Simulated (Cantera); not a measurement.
A perfectly stirred reactor is fed with CO : H₂ : CH₄ : O₂ : N₂ : H₂O = 1 : 0.1 : 0.055 : 0.957 : 3.6 : 0.5 (molar parts), equivalence ratio 0.69, at 78000 Pa; it is adiabatic with a 425 K inlet, and is followed from long to short residence time, starting on the burning branch (τ in s: 0.082, 0.03, 0.011, 0.0039, 0.0014, 0.00052, 0.00019, 6.9e-05, 2.5e-05, 9.1e-06, 3.3e-06).

Computed with Cantera and GRI-Mech 3.0 (53 species, 325 reactions).

Question: What does this change do: CH4 0.055 to 0.034 parts?

Answer: 
```tsv
quantity	before	after
blow-out, bracketed by the residence times tried	burning at 0.520 ms, out at 0.190 ms	burning at 0.520 ms, out at 0.190 ms
x(CO) at τ = 82.0 ms	0.00377	0.00305
x(H₂) at τ = 82.0 ms	0.000519	0.000406
x(CH₄) at τ = 82.0 ms	8.64e-7	6.28e-7
x(NO) at τ = 82.0 ms	0.000163	9.92e-5
x(C₂H₆) at τ = 82.0 ms	<1e-12	<1e-12
x(CO) at τ = 0.520 ms	0.0389	0.0380
x(H₂) at τ = 0.520 ms	0.00494	0.00421
x(CH₄) at τ = 0.520 ms	4.12e-5	3.02e-5
x(NO) at τ = 0.520 ms	1.41e-5	1.17e-5
x(C₂H₆) at τ = 0.520 ms	1.18e-10	6.48e-11
```
